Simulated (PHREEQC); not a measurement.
A made-up water analysis in mg/L, 5 °C, pH 8.24, pe 11.6:

```json
[
 {"constituent": "Na", "mg/L": "66"},
 {"constituent": "K", "mg/L": "66"},
 {"constituent": "Ca", "mg/L": "30.8"},
 {"constituent": "Mg", "mg/L": "17.1"},
 {"constituent": "Cl", "mg/L": "197"},
 {"constituent": "S(6) as SO4", "mg/L": "18.4"},
 {"constituent": "Alkalinity as HCO3", "mg/L": "87.3"},
 {"constituent": "Pb", "mg/L": "0.495"}
]
```

Na is adjusted to close the charge balance.
Valence states are taken as typed.

The numbers come from PHREEQC with the ion-association model, phreeqc.dat.

The ionic strength comes out as 0.00892 mol/kgw. What activity coefficients do CaHCO3+, SO4-2, CO3-2, HCO3-, K+ get?

CaHCO3+ 0.91, SO4-2 0.69, CO3-2 0.69, HCO3- 0.91, K+ 0.91.

This is a speciation only: nothing precipitates in the calculation. Saturation is exceeded, for instance for Cerussite; the values hold only as long as no solid forms. Complexes and solids missing from the database can't appear. At this temperature some constants are extrapolated from 25 °C, and those without enthalpy data are left unchanged.
